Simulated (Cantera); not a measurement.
Charge: 1 mol Si3H8, 3.1 mol HCl, 19 mol N2, equilibrated at 240 Pa.

These are equilibrium values from Cantera (NASA tables, ideal gas, pure condensed phases), not measurements of a reactor. Candidate condensed phases: NH4Cl, Si, Si3N4; 28 gas species. The feed counts by its element totals alone. N2 is the only nitrogen source here; it is nearly inert below about 1500 K, so the nitride shown seldom forms there in practice. The tables' values for SiCl3, SiCl are old estimates; treat these amounts as uncertain. Equilibrium is a limit: real reactors are often held back by kinetics, nucleation or transport.

log p: log10 of the partial pressure in bar; n: condensed amount in mol.

```csv
T (K),log p N2,log p H2,log p HCl,log p SiCl2,log p H,log p SiCl4,log p SiCl3,n Si3N4(s)
848,-2.77,-3.39,-3.52,-11.25,-12.42,-5.66,-9.38,0.993
923,-2.77,-3.40,-3.52,(withheld),(withheld),(withheld),-8.66,0.995
998,-2.77,-3.40,-3.52,-8.78,-10.37,-5.94,-8.06,0.996
1073,-2.77,-3.40,-3.52,-7.80,-9.55,-6.06,-7.53,0.997
1148,-2.77,-3.40,-3.52,-6.96,-8.84,-6.16,-7.08,0.997
1223,-2.77,-3.40,-3.52,-6.23,-8.22,-6.25,-6.69,0.995
1298,-2.77,-3.40,-3.52,-5.59,-7.67,-6.36,-6.37,0.988
1373,-2.77,-3.39,-3.54,-5.06,-7.17,-6.52,-6.12,0.967
1448,-2.77,-3.38,-3.59,-4.65,-6.72,-6.79,-6.00,0.921
1523,-2.77,-3.36,(withheld),(withheld),(withheld),(withheld),-6.02,(withheld)
1598,-2.77,-3.34,-3.77,-4.18,-5.94,-7.71,-6.14,0.773
1673,-2.77,-3.32,-3.90,-4.07,-5.61,-8.28,-6.34,0.702
```

Task: What belongs in the gaps?

Result: 
- 1523, log p HCl: -3.67
- 1523, log p SiCl2: -4.37
- 1523, log p H: -6.32
- 1523, log p SiCl4: -7.20
- 1523, n Si3N4(s): 0.851
- 923, log p SiCl2: -9.91
- 923, log p H: -11.31
- 923, log p SiCl4: -5.81
